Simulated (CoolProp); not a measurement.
Vapour-liquid equilibrium of R152A (1) + R113 (2) at 32.45 °C; x and y are mole fractions of (1).

Computed with CoolProp (multi-fluid Helmholtz-energy mixture model, Outcalt 1996 and Marx 1992; pair parameters Bell 2016).

```csv
x,bubble pressure (MPa),y at the bubble point,dew pressure at overall composition x (MPa),liquid density (mol/L)
0.05,0.1243,0.530,0.06269,8.409
0.15,0.2380,0.767,0.06994,8.749
0.25,0.3307,0.841,0.07908,9.113
0.35,0.4046,0.878,0.09094,9.504
0.45,0.4641,0.902,0.1069,9.929
0.55,0.5141,0.918,0.1297,10.39
0.65,0.5594,0.933,0.1644,10.91
0.75,0.6045,0.948,0.2239,11.48
0.85,0.6531,0.965,0.3456,12.14
0.95,0.7084,0.987,0.6099,12.90
```

No azeotrope shows between x = 0.05 and 0.95.

Pair parameters are fitted to limited data, so mixtures are less certain than the pure fluids.
